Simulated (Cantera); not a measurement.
An adiabatic, constant-volume homogeneous reactor starts with CH4 : CO : O2 : N2 = 1 : 0.078 : 1.85 : 6.97 (molar parts), equivalence ratio 1.1, at 1748 K and 760000 Pa. Integrator tolerance rtol = 1e-08.

Model: GRI-Mech 3.0 (53 species, 325 reactions), integrated in Cantera. Above 3000 K some thermodynamic fits are extrapolated.

Task: What does this change do: initial temperature 1748 to 1250 K?

Result: 
| quantity | before | after |
|---|---|---|
| time of steepest temperature rise | 28.0 µs | 3.77 ms |
| temperature at 7.00 s | 3186 K | 3019 K |
| equilibrium temperature | 3186 K | 3019 K |
| x(CH4) at 7.00 s | <1e-12 (gas-phase equilibrium <1e-12) | <1e-12 (gas-phase equilibrium <1e-12) |
| x(CO) at 7.00 s | 0.0606 (gas-phase equilibrium 0.0606) | 0.0496 (gas-phase equilibrium 0.0496) |
| x(O2) at 7.00 s | 0.0130 (gas-phase equilibrium 0.0130) | 0.00823 (gas-phase equilibrium 0.00823) |
| x(CH3) at 7.00 s | 3.89e-12 (gas-phase equilibrium 4.86e-12) | 1.95e-12 (gas-phase equilibrium 2.39e-12) |
| x(H2) at 7.00 s | 0.0271 (gas-phase equilibrium 0.0271) | 0.0199 (gas-phase equilibrium 0.0199) |
| x(C2H) at 7.00 s | <1e-12 (gas-phase equilibrium <1e-12) | <1e-12 (gas-phase equilibrium <1e-12) |

Task: What does this change do: 0.71 parts H2O added?

Result: 
```csv
quantity,before,after
time of steepest temperature rise,28.0 µs,30.2 µs
temperature at 7.00 s,3186 K,3098 K
equilibrium temperature,3186 K,3098 K
x(CH4) at 7.00 s,<1e-12 (gas-phase equilibrium <1e-12),<1e-12 (gas-phase equilibrium <1e-12)
x(CO) at 7.00 s,0.0606 (gas-phase equilibrium 0.0606),0.0512 (gas-phase equilibrium 0.0512)
x(O2) at 7.00 s,0.0130 (gas-phase equilibrium 0.0130),0.0121 (gas-phase equilibrium 0.0121)
x(CH3) at 7.00 s,3.89e-12 (gas-phase equilibrium 4.86e-12),2.86e-12 (gas-phase equilibrium 3.54e-12)
x(H2) at 7.00 s,0.0271 (gas-phase equilibrium 0.0271),0.0294 (gas-phase equilibrium 0.0294)
x(C2H) at 7.00 s,<1e-12 (gas-phase equilibrium <1e-12),<1e-12 (gas-phase equilibrium <1e-12)
```
